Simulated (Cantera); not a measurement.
**Thermodynamics of thermal oxidation and active oxidation of silicon, feed Si + N2O + N2**

Charge: 1 mol Si, 0.069 mol N2O, 5.2 mol N2, at 0.0443 Torr.

These are equilibrium values from Cantera (NASA tables, ideal gas, pure condensed phases), not measurements of a reactor. Candidate condensed phases: Si, SiO2, Si2N2O, Si3N4; 16 gas species. The tables' values for SiN are old estimates; treat these amounts as uncertain. The numbers say what is thermodynamically allowed, not how fast it happens.

From 1550 K to 1675 K the condensed part is Si(s). From 1700 K to 1850 K the condensed part is Si(l). The main Si-bearing gas is SiO at 1550 K and Si at 1850 K. The share of Si in condensed phases is highest at 1550 K (92.8 %) and lowest at 1850 K (25.5 %).

| T (K) | x N2 | x Si | x SiO | x Si2 | x Si2N | x SiN | x Si3 | x N | n Si(s) | n Si(l) |
|---|---|---|---|---|---|---|---|---|---|---|
| 1550 | 0.987 | 0.000563 | 0.0129 | 1.02e-6 | 7.14e-6 | 4.49e-6 | 2.03e-7 | 2.71e-11 | 0.928 | 0 |
| 1575 | 0.986 | 0.000973 | 0.0129 | 2.07e-6 | 1.15e-5 | 7.03e-6 | 4.33e-7 | 4.88e-11 | 0.926 | 0 |
| 1600 | 0.985 | 0.00165 | 0.0129 | 4.12e-6 | 1.82e-5 | 1.09e-5 | 9.01e-7 | 8.64e-11 | 0.922 | 0 |
| 1625 | 0.984 | 0.00276 | 0.0129 | 8.02e-6 | 2.84e-5 | 1.65e-5 | 1.83e-6 | 1.50e-10 | 0.916 | 0 |
| 1650 | 0.983 | 0.00454 | 0.0129 | 1.53e-5 | 4.38e-5 | 2.48e-5 | 3.64e-6 | 2.57e-10 | 0.906 | 0 |
| 1675 | 0.980 | 0.00736 | 0.0128 | 2.86e-5 | 6.64e-5 | 3.68e-5 | 7.09e-6 | 4.32e-10 | 0.890 | 0 |
| 1700 | 0.976 | 0.0115 | 0.0128 | 5.04e-5 | 9.54e-5 | 5.28e-5 | 1.27e-5 | 7.15e-10 | 0 | 0.867 |
| 1725 | 0.970 | 0.0172 | 0.0127 | 8.20e-5 | 0.000127 | 7.26e-5 | 2.04e-5 | 1.17e-9 | 0 | 0.835 |
| 1750 | 0.962 | 0.0254 | 0.0126 | 0.000132 | 0.000168 | 9.88e-5 | 3.22e-5 | 1.87e-9 | 0 | 0.787 |
| 1775 | 0.950 | 0.0372 | 0.0124 | 0.000208 | 0.000220 | 0.000133 | 5.02e-5 | 2.96e-9 | 0 | 0.718 |
| 1800 | 0.933 | 0.0538 | 0.0122 | 0.000325 | 0.000284 | 0.000177 | 7.74e-5 | 4.60e-9 | 0 | 0.618 |
| 1825 | 0.910 | 0.0771 | 0.0119 | 0.000502 | 0.000364 | 0.000233 | 0.000118 | 7.04e-9 | 0 | 0.471 |
| 1850 | 0.878 | 0.109 | 0.0115 | 0.000765 | 0.000460 | 0.000302 | 0.000177 | 1.06e-8 | 0 | 0.255 |
x: gas mole fraction; n: condensed amount in mol.
